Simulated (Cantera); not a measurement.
An adiabatic, constant-volume homogeneous reactor starts with C3H8 : O2 : N2 = 1 : 6.33 : 23.8 (molar parts), at 1800 K and 0.987 atm. Integrator tolerance rtol = 1e-08.

Cantera simulation using GRI-Mech 3.0 (53 species, 325 reactions); the numbers are that mechanism's predictions, not measurements. GRI-Mech 3.0 was tuned for natural gas; its chemistry of propane as a main component is partial and can be far from experiment.

Question: What does this change do: O2 6.33 to 2 parts?

Answer: 
| quantity | before | after |
|---|---|---|
| time of steepest temperature rise | 11.5 µs | 29.5 µs |
| temperature at 8.00 s | 2931 K | 2386 K |
| equilibrium temperature | 2931 K | 2386 K |
| x(C3H8) at 8.00 s | <1e-12 (gas-phase equilibrium <1e-12) | <1e-12 (gas-phase equilibrium <1e-12) |
| x(O2) at 8.00 s | 0.0455 (gas-phase equilibrium 0.0455) | 5.73e-7 (gas-phase equilibrium 5.73e-7) |
| x(H2) at 8.00 s | 0.0112 (gas-phase equilibrium 0.0112) | 0.0998 (gas-phase equilibrium 0.0998) |
| x(NO) at 8.00 s | 0.0192 (gas-phase equilibrium 0.0192) | 3.06e-5 (gas-phase equilibrium 3.06e-5) |
| x(C2H6) at 8.00 s | <1e-12 (gas-phase equilibrium <1e-12) | <1e-12 (gas-phase equilibrium <1e-12) |
| x(H2O) at 8.00 s | 0.0894 (gas-phase equilibrium 0.0894) | 0.0278 (gas-phase equilibrium 0.0278) |
| x(HO2) at 8.00 s | 1.29e-5 (gas-phase equilibrium 1.29e-5) | 4.13e-10 (gas-phase equilibrium 4.13e-10) |

Question: What does this change do: C3H8 1 to 0.42 parts?

Answer: 
```csv
quantity,before,after
time of steepest temperature rise,11.5 µs,11.4 µs
temperature at 8.00 s,2931 K,2540 K
equilibrium temperature,2931 K,2540 K
x(C3H8) at 8.00 s,<1e-12 (gas-phase equilibrium <1e-12),<1e-12 (gas-phase equilibrium <1e-12)
x(O2) at 8.00 s,0.0455 (gas-phase equilibrium 0.0455),0.124 (gas-phase equilibrium 0.124)
x(H2) at 8.00 s,0.0112 (gas-phase equilibrium 0.0112),0.000825 (gas-phase equilibrium 0.000825)
x(NO) at 8.00 s,0.0192 (gas-phase equilibrium 0.0192),0.0186 (gas-phase equilibrium 0.0186)
x(C2H6) at 8.00 s,<1e-12 (gas-phase equilibrium <1e-12),<1e-12 (gas-phase equilibrium <1e-12)
x(H2O) at 8.00 s,0.0894 (gas-phase equilibrium 0.0894),0.0481 (gas-phase equilibrium 0.0481)
x(HO2) at 8.00 s,1.29e-5 (gas-phase equilibrium 1.29e-5),8.10e-6 (gas-phase equilibrium 8.10e-6)
```
